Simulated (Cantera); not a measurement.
Input: 1 mol CH3SiH3, 0.01 mol C3H8, 16 mol H2, at 2.20 mbar.

Points: T (K) = 1123, 1198, 1273, 1348, 1423, 1498, 1573, 1648, 1723, 1798, 1873, 1948, 2023, 2098.

Cantera's Mixture.equilibrate('TP', solver="vcs", rtol=1e-11, max_steps=5000) on the NASA tables stopped like this:

```
ERROR: FAILURE its = 5001!

*******************************************************************************
CanteraError thrown by MultiPhase::equilibrate:
VCS solver failed. Return code: -1
*******************************************************************************
```

What got this run through?

This is not unique; one that fits is The failure is numerical, not chemical. The same input converged with solver="gibbs", rtol=1e-10, max_steps=50000, and the result passed a check of the equilibrium conditions:
```
log10 of partial pressures in bar; condensed amounts in mol
       T/K        H2         H        Si C2H2,acet      SiC2      Si2C       SiH     C(gr)    SiC(b)
      1123    -2.658    -8.700   -16.183   -10.315   -20.832   -20.750   -16.107   0.02877         1
      1198    -2.658    -8.050   -14.669    -9.662   -18.844   -18.796   -14.816   0.02932         1
      1273    -2.658    -7.476   -13.335    -9.088   -17.093   -17.075   -13.679   0.02959         1
      1348    -2.658    -6.965   -12.150    -8.577   -15.539   -15.549   -12.670   0.02971         1
      1423    -2.658    -6.507   -11.091    -8.122   -14.151   -14.187   -11.768   0.02971         1
      1498    -2.658    -6.094   -10.139    -7.713   -12.904   -12.963   -10.958   0.02956         1
      1573    -2.658    -5.720    -9.279    -7.343   -11.778   -11.859   -10.226   0.02914         1
      1648    -2.658    -5.380    -8.498    -7.008   -10.757   -10.858    -9.562   0.02827         1
      1723    -2.659    -5.069    -7.785    -6.703    -9.826    -9.946    -8.957   0.02667    0.9998
      1798    -2.661    -4.784    -7.133    -6.424    -8.974    -9.111    -8.404    0.0241    0.9993
      1873    -2.664    -4.522    -6.534    -6.170    -8.192    -8.346    -7.896   0.02084    0.9972
      1948    -2.669    -4.281    -5.981    -5.937    -7.472    -7.641    -7.429   0.01915    0.9897
      2023    -2.676    -4.060    -5.469    -5.725    -6.806    -6.990    -6.999   0.02721    0.9657
      2098    -2.689    -3.856    -4.995    -5.534    -6.190    -6.387    -6.603   0.06875    0.8933
```

The gas is ideal and each condensed phase is pure. The feed counts by its element totals alone. Gases not in the tables: Si2H6 and higher silanes.
